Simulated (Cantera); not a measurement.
**Thermodynamics of silicon oxide and oxynitride deposition, feed SiH₂Cl₂ + O₃ + H₂ + O₂**

Feed: 1 mol SiH₂Cl₂, 3.5 mol O₃, 14 mol H₂, 8.7 mol O₂, equilibrated at 0.000320 bar.

Equilibrium computed with Cantera from the NASA thermochemical tables; the gas is ideal and each condensed phase is pure. Candidate condensed phases: H₂O, Si, SiO₂; 30 gas species. The tables hold silica as quartz up to 1696 K and as liquid above; real silica turns to tridymite and cristobalite and melts near 1996 K. Kinetics and transport are ignored.

```csv
T (K),log p H₂O,log p O₂,log p HCl,log p Cl,log p OH,log p Cl₂,n SiO₂(α-quartz),n SiO₂(β-quartz)
648,-3.69,-4.06,-4.55,-10.04,-13.73,-6.25,1.00,0
748,-3.69,-4.06,-4.54,-9.02,-11.99,-6.86,1.00,0
848,-3.69,-4.06,-4.54,-8.24,-10.65,-7.33,0,1.00
948,-3.69,-4.06,-4.54,-7.62,-9.60,-7.71,0,1.00
1048,-3.69,-4.06,-4.54,-7.13,-8.74,-8.03,0,1.00
1148,-3.69,-4.06,-4.54,-6.72,-8.04,-8.29,0,1.00
1248,-3.69,-4.06,-4.54,-6.37,-7.44,-8.51,0,1.00
1348,-3.69,-4.06,-4.55,-6.08,-6.94,-8.71,0,1.00
1448,-3.69,-4.06,-4.56,-5.84,-6.50,-8.89,0,1.00
1548,-3.69,-4.07,-4.57,-5.63,-6.12,-9.06,0,1.000
```
log p: log10 of the partial pressure in bar; n: condensed amount in mol.

From 648 K to 748 K the condensed part is SiO₂(α-quartz). From 848 K to 1548 K the condensed part is SiO₂(β-quartz).
